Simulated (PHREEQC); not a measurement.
Leach liquor

Consider water at 25 °C with 0.033 mol/kgw HCl, 0.027 mol/kgw ZnSO4 and 6.6e-05 mol/kgw MgSO4. Closed to the air; pH follows from the charge balance.

Model: ion-association model, phreeqc.dat, run in PHREEQC.

Each row changes one thing in this solution. This is a speciation only: nothing precipitates in the calculation.

```json
[
 {"case": "as made", "pH": "1.71", "ionic strength (mol/kgw)": "0.0928", "Zn+2 (mol/kgw)": "0.0192", "SO4-2 (mol/kgw)": "0.0101", "HSO4- (mol/kgw)": "0.00933", "ZnSO4 (mol/kgw)": "0.00654"},
 {"case": "ZnSO4 from 0.027 to 0.0405 mol/kgw", "pH": "1.76", "ionic strength (mol/kgw)": "(withheld)", "Zn+2 (mol/kgw)": "0.0269", "SO4-2 (mol/kgw)": "0.0149", "HSO4- (mol/kgw)": "0.0115", "ZnSO4 (mol/kgw)": "0.0114"},
 {"case": "0.0046 mol/kgw CdBr2 added", "pH": "1.71", "ionic strength (mol/kgw)": "0.101", "Zn+2 (mol/kgw)": "0.0196", "SO4-2 (mol/kgw)": "(withheld)", "HSO4- (mol/kgw)": "0.00909", "ZnSO4 (mol/kgw)": "0.00624"},
 {"case": "HCl from 0.033 to 0.0066 mol/kgw", "pH": "(withheld)", "ionic strength (mol/kgw)": "0.0690", "Zn+2 (mol/kgw)": "0.0167", "SO4-2 (mol/kgw)": "(withheld)", "HSO4- (mol/kgw)": "0.00241", "ZnSO4 (mol/kgw)": "0.00916"},
 {"case": "temperature from 25 to 75 °C", "pH": "1.84", "ionic strength (mol/kgw)": "0.0828", "Zn+2 (mol/kgw)": "0.0183", "SO4-2 (mol/kgw)": "0.00645", "HSO4- (mol/kgw)": "0.0152", "ZnSO4 (mol/kgw)": "0.00498"}
]
```

Task: Fill in the missing entries.

Result: 
- ZnSO4 from 0.027 to 0.0405 mol/kgw, ionic strength (mol/kgw): 0.119
- 0.0046 mol/kgw CdBr2 added, SO4-2 (mol/kgw): 0.00996
- HCl from 0.033 to 0.0066 mol/kgw, pH: 2.45
- HCl from 0.033 to 0.0066 mol/kgw, SO4-2 (mol/kgw): 0.0134

Away from 25 °C the constants follow the database's enthalpies or fits; those with neither stay at their 25 °C values.
